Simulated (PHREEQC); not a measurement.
Make-up at 25 °C: 0.014 mol FeCl3 per kg of water. Closed to the air; pH follows from the charge balance.

The numbers come from PHREEQC with the ion-association model, phreeqc.dat.

```
Quantity                   Value
----------------  --------------
pH                          2.26
ionic strength    0.0700 mol/kgw
total alkalinity    -28.0 meq/kg
```

| species | molality | activity | log γ |
|---|---|---|---|
| Cl- | 0.0393 | 0.0311 | -0.101 |
| H+ | 0.00660 | 0.00554 | -0.076 |
| Fe+3 | 0.00511 | 0.00106 | -0.681 |
| FeOH+2 | 0.00294 | 0.00124 | -0.376 |
| FeCl+2 | 0.00237 | 0.000999 | -0.376 |
| Fe2(OH)2+4 | 0.00142 | 4.12e-5 | -1.536 |
| FeCl2+ | 0.000172 | 0.000139 | -0.094 |
| Fe3(OH)4+5 | 0.000160 | 6.36e-7 | -2.400 |
| Fe(OH)2+ | 9.13e-5 | 7.39e-5 | -0.092 |
| FeCl3 | 4.25e-7 | 4.31e-7 | 0.007 |
| Fe(OH)3 | 1.69e-9 | 1.71e-9 | 0.007 |

Precipitation was switched off in this run. Saturation is exceeded, for instance for Hematite (slow to form), Goethite (slow to form); the values hold only as long as no solid forms. Species that the database lacks are ignored.
